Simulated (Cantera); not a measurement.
A perfectly stirred reactor is fed with H2 : O2 = 0.014 : 1 (molar parts), at 3200 Pa; it is held at 1148 K, and followed from long to short residence time.

Detailed kinetics in Cantera: the H2/O2 subset of GRI-Mech 3.0, which has no nitrogen chemistry. Radical loss at walls, strong at low pressure, is not modelled.

x: mole fraction; the columns are a selection and need not sum to one.

```tsv
τ (s)	x H2	x O2	x H	x OH	x HO2	x H2O
4.2	2.56e-5	0.986	…	0.000147	5.44e-7	0.0138
2.1	3.81e-5	0.986	…	0.000186	7.26e-7	0.0138
1.0	5.79e-5	0.985	…	0.000240	9.75e-7	0.0137
0.49	8.62e-5	0.985	…	0.000306	1.27e-6	0.0136
0.24	0.000128	0.984	…	0.000391	1.64e-6	0.0135
0.12	0.000189	0.984	…	0.000494	2.05e-6	0.0134
0.058	0.000289	0.982	…	0.000631	2.56e-6	0.0132
0.029	0.000439	0.981	…	0.000794	3.10e-6	0.0129
0.014	0.000699	0.980	…	0.00100	3.70e-6	0.0124
0.0069	0.00113	0.979	…	0.00124	4.28e-6	0.0117
0.0034	0.00187	0.978	…	0.00151	4.81e-6	0.0107
```

Question: Some entries are withheld; supply them.

Answer: 
- 4.2, x H: 3.57e-6
- 2.1, x H: 7.04e-6
- 1.0, x H: 1.45e-5
- 0.49, x H: 2.85e-5
- 0.24, x H: 5.52e-5
- 0.12, x H: 0.000102
- 0.058, x H: 0.000187
- 0.029, x H: 0.000315
- 0.014, x H: 0.000509
- 0.0069, x H: 0.000742
- 0.0034, x H: 0.000976
